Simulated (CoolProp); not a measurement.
The fluid at 293.15 K and 0.539 MPa is compressed adiabatically to 1.31 MPa with isentropic efficiency 0.8. The same conditions are run with several fluids, on thermodynamics alone (safety and materials aside).

Values from CoolProp's reference Helmholtz-energy equation of state of each fluid (C3F8 (R218): Lemmon 2006; propylene: Lemmon 2013; R22: Kamei 1995; carbonyl sulfide: Lemmon 2006; CH2F2 (R32): Tillner-Roth 1997).

```tsv
fluid	work (kJ/kg)	final temperature (K)	final density (kg/m³)
C3F8 (R218)	[?]	[?]	131
propylene	[?]	[?]	22.6
R22	29.9	346.0	[?]
carbonyl sulfide	[?]	363.6	28.4
CH2F2 (R32)	[?]	[?]	25.0
```

Q: What belongs in the gaps?

A: 
- C3F8 (R218), work (kJ/kg): 11.8
- C3F8 (R218), final temperature (K): 318.7
- propylene, work (kJ/kg): 60.8
- propylene, final temperature (K): 339.5
- R22, final density (kg/m³): 45.0
- carbonyl sulfide, work (kJ/kg): 45.6
- CH2F2 (R32), work (kJ/kg): 52.1
- CH2F2 (R32), final temperature (K): 358.8
